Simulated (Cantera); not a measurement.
Feed: 1 mol AlN, 0.91 mol H2O, 1.9 mol H2, at 3.30 Pa.

Equilibrium computed with Cantera from the NASA thermochemical tables; the gas is ideal and each condensed phase is pure. Candidate condensed phases: Al, AlN, Al2O3, H2O; 35 gas species. The tables' values for AlOH are old estimates; treat these amounts as uncertain. Equilibrium is a limit: real reactors are often held back by kinetics, nucleation or transport.

x: gas mole fraction; n: condensed amount in mol.

| T (°C) | x H2 | x H | x N2 | x Al | x Al2O | x H2O | n Al2O3(s) |
|---|---|---|---|---|---|---|---|
| 1625 | 0.665 | 0.111 | 0.128 | 0.0782 | 0.0170 | … | 0.281 |
| 1650 | 0.647 | 0.132 | 0.127 | 0.0779 | 0.0163 | … | 0.281 |
| 1675 | 0.625 | 0.156 | 0.125 | 0.0775 | 0.0157 | … | 0.282 |
| 1700 | 0.602 | 0.182 | 0.123 | 0.0769 | 0.0150 | … | 0.282 |
| 1725 | 0.575 | 0.212 | 0.121 | 0.0762 | 0.0144 | … | 0.282 |
| 1750 | 0.546 | 0.244 | 0.119 | 0.0754 | 0.0138 | … | 0.282 |
| 1775 | 0.515 | 0.280 | 0.117 | 0.0744 | 0.0131 | … | 0.282 |
| 1800 | 0.481 | 0.317 | 0.114 | 0.0733 | 0.0125 | … | 0.282 |
| 1825 | 0.445 | 0.357 | 0.111 | 0.0721 | 0.0119 | … | 0.281 |
| 1850 | 0.407 | 0.399 | 0.108 | 0.0708 | 0.0113 | … | 0.280 |

Q: What belongs in the gaps?

A: 
- 1625, x H2O: 7.84e-5
- 1650, x H2O: 0.000116
- 1675, x H2O: 0.000170
- 1700, x H2O: 0.000246
- 1725, x H2O: 0.000349
- 1750, x H2O: 0.000488
- 1775, x H2O: 0.000671
- 1800, x H2O: 0.000908
- 1825, x H2O: 0.00121
- 1850, x H2O: 0.00158
